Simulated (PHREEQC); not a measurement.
A solution holds 2.1 mmol/kgw KOH, 9.3 mmol/kgw H3BO3 and 23 mmol/kgw Na2CO3, at 28 °C and 500 atm. Closed to the air; pH follows from the charge balance.

Computed with PHREEQC (ion-association model, phreeqc.dat).

```json
[
 {"quantity": "pH", "before": "10.06", "after": "9.53"},
 {"quantity": "Na+ (mol/kgw)", "before": "0.0414", "after": "0.0430"},
 {"quantity": "CO3-2 (mol/kgw)", "before": "0.0115", "after": "0.00661"},
 {"quantity": "H2BO3- (mol/kgw)", "before": "0.00882", "after": "0.0157"}
]
```

What was changed between the two runs?
(A) H3BO3 from 0.0093 to 0.00186 mol/kgw
(B) 0.0041 mol/kgw KH2PO4 added
(C) Na2CO3 from 0.023 to 0.0207 mol/kgw
(D) KOH from 0.0021 to 0.00021 mol/kgw
(E) H3BO3 from 0.0093 to 0.0186 mol/kgw

E, H3BO3 from 0.0093 to 0.0186 mol/kgw

This is a speciation only: nothing precipitates in the calculation. Under pressure, the constants of complexes without a molar volume in the database are unreliable.
